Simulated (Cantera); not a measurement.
A closed system holds: 1 mol CaO, 6.5 mol HBr, 50 mol N₂, held at 1.00 Torr.

Method: chemical equilibrium by Gibbs-energy minimisation in Cantera with the NASA 1993 tables (ideal gas, pure condensed phases). Candidate condensed phases: Br₂, Ca, CaBr₂, CaO, Ca(OH)₂, H₂O; 34 gas species. The numbers say what is thermodynamically allowed, not how fast it happens. All values below are at 1552 °C.

Base state: N₂ 0.859, Br 0.0563, H₂ 0.0272, HBr 0.0211, CaBr₂ 0.0172, H₂O 0.0171, H 0.00199, OH 8.73e-5 (mole fractions); condensed: gas only.

Q: What changes in the equilibrium state with this change: HBr from 6.5 to 17 mol?

A: 
| species | before | after |
|---|---|---|
| N₂ | 0.859 | 0.696 |
| Br | 0.0563 | 0.132 |
| HBr | 0.0211 | 0.0764 |
| H₂ | 0.0272 | 0.0647 |
| CaBr₂ | 0.0172 | 0.0139 |
| H₂O | 0.0171 | 0.0139 |
| Br₂ | 2.72e-6 | 1.50e-5 |
| NO | 1.20e-5 | 3.69e-6 |
| CaBr | 1.99e-5 | 6.84e-6 |
